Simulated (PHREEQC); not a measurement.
Alkaline etch or developer

Solution (25 °C): 5.5 mmol/kgw TMAH and 4.3 mmol/kgw CO2. Closed to the air; pH follows from the charge balance.

Equilibrium calculation in PHREEQC: ion-association model, phreeqc.dat.

Each row changes one thing in this solution. Precipitation was switched off in this run.

| case | pH | ionic strength (mol/kgw) | HCO3- (mol/kgw) | CO3-2 (mol/kgw) | CO2 (mol/kgw) |
|---|---|---|---|---|---|
| as made | 9.78 | 0.00664 | 0.00316 | 0.00113 | 1.10e-6 |
| CO2 from 0.0043 to 0.00043 mol/kgw | 11.63 | (withheld) | 1.64e-5 | 0.000414 | 8.04e-11 |
| diluted 100-fold with water | 9.00 | 5.70e-5 | 4.09e-5 | 1.96e-6 | 9.19e-8 |
| CO2 from 0.0043 to 0.00473 mol/kgw | 9.49 | 0.00624 | 0.00399 | 0.000739 | 2.67e-6 |
| TMAH left out | 4.36 | 4.38e-5 | 4.38e-5 | (withheld) | 0.00426 |
| temperature from 25 to 55 °C | 9.50 | (withheld) | 0.00335 | (withheld) | (withheld) |

Task: Some entries are withheld; supply them.

Result: 
- CO2 from 0.0043 to 0.00043 mol/kgw, ionic strength (mol/kgw): 0.00591
- TMAH left out, CO3-2 (mol/kgw): 4.84e-11
- temperature from 25 to 55 °C, ionic strength (mol/kgw): 0.00645
- temperature from 25 to 55 °C, CO3-2 (mol/kgw): 0.000950
- temperature from 25 to 55 °C, CO2 (mol/kgw): 1.89e-6

(CH3)4N+ isn't in the database: it is added as a free cation with an ion size of 4 Å. At this temperature some constants are extrapolated from 25 °C, and those without enthalpy data are left unchanged.
